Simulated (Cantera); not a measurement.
## Hydrocarbon pyrolysis for carbon deposition

An isothermal, constant-pressure homogeneous reactor starts with CH4 : N2 = 1 : 170 (molar parts), at 1773 K and 0.132 atm.

Computed with Cantera and GRI-Mech 3.0 (53 species, 325 reactions). GRI-Mech 3.0 stops at C3 and has no aromatics, soot or wall deposition, so with more carbon than oxygen in the feed, carbon stays in small species such as C2H2 where larger ones or solid carbon would form.

```json
[
 {"t (s)": "2.00e-5", "x CH4": "0.00585", "x CH2": "3.53e-12", "x HCN": "<1e-12", "x C2H": "<1e-12", "x C2H4": "<1e-12", "x CH3": "5.58e-7", "x H2": "1.10e-7"},
 {"t (s)": "6.54e-5", "x CH4": "0.00585", "x CH2": "9.26e-11", "x HCN": "<1e-12", "x C2H": "<1e-12", "x C2H4": "5.54e-11", "x CH3": "2.28e-6", "x H2": "8.17e-7"},
 {"t (s)": "0.000214", "x CH4": "0.00584", "x CH2": "1.37e-9", "x HCN": "1.19e-12", "x C2H": "<1e-12", "x C2H4": "3.17e-9", "x CH3": "8.82e-6", "x H2": "4.04e-6"},
 {"t (s)": "0.000700", "x CH4": "0.00582", "x CH2": "1.17e-8", "x HCN": "2.34e-11", "x C2H": "<1e-12", "x C2H4": "1.34e-7", "x CH3": "3.04e-5", "x H2": "1.51e-5"},
 {"t (s)": "0.00229", "x CH4": "0.00574", "x CH2": "8.48e-8", "x HCN": "6.73e-10", "x C2H": "2.74e-11", "x C2H4": "4.66e-6", "x CH3": "9.92e-5", "x H2": "6.00e-5"},
 {"t (s)": "0.00749", "x CH4": "0.00524", "x CH2": "5.17e-7", "x HCN": "4.03e-8", "x C2H": "3.93e-9", "x C2H4": "0.000114", "x CH3": "0.000280", "x H2": "0.000501"},
 {"t (s)": "0.0245", "x CH4": "0.00267", "x CH2": "9.32e-7", "x HCN": "1.90e-6", "x C2H": "6.19e-8", "x C2H4": "0.000213", "x CH3": "0.000259", "x H2": "0.00425"},
 {"t (s)": "0.0801", "x CH4": "0.000725", "x CH2": "4.55e-7", "x HCN": "9.83e-6", "x C2H": "1.17e-7", "x C2H4": "1.60e-5", "x CH3": "8.34e-5", "x H2": "0.00752"},
 {"t (s)": "0.262", "x CH4": "0.000140", "x CH2": "1.49e-7", "x HCN": "2.40e-5", "x C2H": "1.57e-7", "x C2H4": "8.87e-7", "x CH3": "2.00e-5", "x H2": "0.00846"},
 {"t (s)": "0.857", "x CH4": "2.59e-5", "x CH2": "3.49e-8", "x HCN": "3.96e-5", "x C2H": "1.76e-7", "x C2H4": "1.25e-7", "x CH3": "4.10e-6", "x H2": "0.00864"},
 {"t (s)": "2.80", "x CH4": "3.75e-6", "x CH2": "5.52e-9", "x HCN": "5.08e-5", "x C2H": "1.84e-7", "x C2H4": "9.42e-8", "x CH3": "6.19e-7", "x H2": "0.00868"},
 {"t (s)": "9.17", "x CH4": "2.61e-7", "x CH2": "4.08e-10", "x HCN": "5.42e-5", "x C2H": "1.88e-7", "x C2H4": "9.36e-8", "x CH3": "4.41e-8", "x H2": "0.00868"},
 {"t (s)": "30.0", "x CH4": "1.17e-7", "x CH2": "1.84e-10", "x HCN": "5.46e-5", "x C2H": "1.89e-7", "x C2H4": "9.36e-8", "x CH3": "1.99e-8", "x H2": "0.00868"}
]
```
x: mole fraction; the columns are a selection and need not sum to one.

Equilibrium at this temperature and pressure: CH4 7.16e-8, CH2 1.13e-10, HCN 0.00564, C2H 5.77e-9, C2H4 2.86e-9, CH3 1.22e-8, H2 0.00868 (gas phase only).
